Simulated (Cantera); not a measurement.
Premixed flame

A freely propagating, adiabatic, planar premixed flame of 38.4 % H2, 8.33 % O2, 31.4 % N2, 21.9 % H2O, unburnt at 600 K and 0.132 atm; mixture-averaged transport, grid criteria slope 0.08 and curve 0.16, no radiation.

Model: the H2/O2 subset of GRI-Mech 3.0, which has no nitrogen chemistry, integrated in Cantera. Burning velocities carry a grid error of a few per cent, more on coarse grids.

```csv
z (mm),T (K),u (m/s),x H2,x O2,x H2O,x H,x O,x HO2
-16.7,600,5.15,0.384,0.0833,0.219,<1e-8,<1e-8,<1e-8
-11.1,600,5.15,0.384,0.0833,0.219,<1e-8,<1e-8,<1e-8
-8.35,600,5.15,0.384,0.0833,0.219,<1e-8,<1e-8,<1e-8
-5.57,600,5.15,0.384,0.0833,0.219,3.69e-7,<1e-8,1.44e-6
-2.78,617,5.28,0.381,0.0830,0.221,0.000383,1.08e-5,7.68e-5
-1.39,750,6.33,0.360,0.0783,0.237,0.00628,0.000145,4.92e-5
0,1030,8.52,0.287,0.0530,0.296,0.0370,0.00149,1.90e-5
1.39,1230,10.1,0.213,0.0135,0.374,0.0681,0.00171,3.97e-6
2.78,1313,10.7,0.197,0.00244,0.397,0.0710,0.000914,6.63e-7
5.57,1392,11.3,0.200,0.000690,0.403,0.0621,0.000683,1.75e-7
11.1,1476,11.9,0.208,0.000488,0.406,0.0497,0.000536,1.16e-7
22.3,1560,12.5,0.215,0.000314,0.409,0.0372,0.000358,7.28e-8
44.5,1634,13.0,0.222,0.000170,0.412,0.0259,0.000200,4.07e-8
```
x: mole fraction of selected species; z is measured from the peak of heat release.

The laminar burning velocity comes out as 515 cm/s and the thermal thickness is 5.57 mm. The peak x(H) is 0.0717, the peak x(O) is 0.00205 and the peak x(HO2) is 7.68e-5. The grid points is 139.
